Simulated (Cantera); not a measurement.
An adiabatic, constant-volume homogeneous reactor starts with 11.4 % C2H4, 17.1 % O2, 64.4 % N2, 7.08 % H2O, equivalence ratio 2.0, at 973 K and 2.76 atm.

Detailed kinetics in Cantera: GRI-Mech 3.0 (53 species, 325 reactions). GRI-Mech 3.0 was tuned for natural gas; its chemistry of ethylene as a main component is partial and can be far from experiment. Below about 1000 K GRI-Mech 3.0 lacks low-temperature oxidation paths.

**Question.** Predict: time of steepest temperature rise; temperature at 1.00 s; equilibrium temperature; x(O2) at 1.00 s; x(H2O) at 1.00 s; x(H2O2) at 1.00 s; x(H2) at 1.00 s.

**Answer.** 
```
Item                                                                 Value
---------------------------------  ---------------------------------------
time of steepest temperature rise                                  0.101 s
temperature at 1.00 s                                               2674 K
equilibrium temperature                                             2674 K
x(O2) at 1.00 s                    2.14e-5 (gas-phase equilibrium 2.14e-5)
x(H2O) at 1.00 s                       0.129 (gas-phase equilibrium 0.129)
x(H2O2) at 1.00 s                  1.79e-8 (gas-phase equilibrium 1.79e-8)
x(H2) at 1.00 s                        0.122 (gas-phase equilibrium 0.122)
```
